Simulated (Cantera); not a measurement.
A closed system holds: 1 mol Fe2O3, 880 mol H2, 17 mol N2, held at 100000 Pa.

Method: chemical equilibrium by Gibbs-energy minimisation in Cantera with the NASA 1993 tables (ideal gas, pure condensed phases). Candidate condensed phases: Fe, FeO, Fe(OH)2, Fe(OH)3, Fe2O3, Fe3O4, H2O; 27 gas species. Rates play no part.

Task: Which condensed phases are stable at each of these points (T (K)): 1598, 1673, 1748, 1823, 1898, 1973, 2048, 2123?

Result: 
```tsv
T (K)	condensed phases	Fe condensed (%)
1598	Fe(γ)	100.0
1673	Fe(δ)	99.8
1748	Fe(δ)	99.4
1823	Fe(l)	98.2
1898	Fe(l)	95.1
1973	Fe(l)	88.0
2048	Fe(l)	72.3
2123	Fe(l)	40.0
```

At 1598 K the condensed part is Fe(γ). From 1673 K to 1748 K the condensed part is Fe(δ). From 1823 K to 2123 K the condensed part is Fe(l).
